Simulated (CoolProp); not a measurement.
A single-stage vapour-compression cycle with R22: evaporating at 230.15 K (dew point), condensing at 259.15 K (bubble point), superheat 8 K, subcooling 5 K, compressor efficiency 0.6, no pressure losses. Each further row changes one setting.

The numbers come from the reference Helmholtz-energy equation of state, Kamei 1995 in CoolProp.

```tsv
case	cooling COP	pressure ratio	discharge temperature (K)	refrigerating effect (kJ/kg)	volumetric capacity (kJ/m³)
as stated	4.33	3.36	319.1	213	877
evaporating temperature 235.15 K	5.44	2.66	308.8	216	[?]
condensing temperature 254.15 K	5.32	2.79	[?]	219	900
subcooling 10 K	4.44	3.36	319.1	219	900
superheat 18 K	4.26	3.36	[?]	219	[?]
compressor efficiency 0.5	3.61	3.36	333.0	213	877
```

Task: Some entries are withheld; supply them.

Result: 
- evaporating temperature 235.15 K, volumetric capacity (kJ/m³): 1100
- condensing temperature 254.15 K, discharge temperature (K): 306.4
- superheat 18 K, discharge temperature (K): 330.8
- superheat 18 K, volumetric capacity (kJ/m³): 862
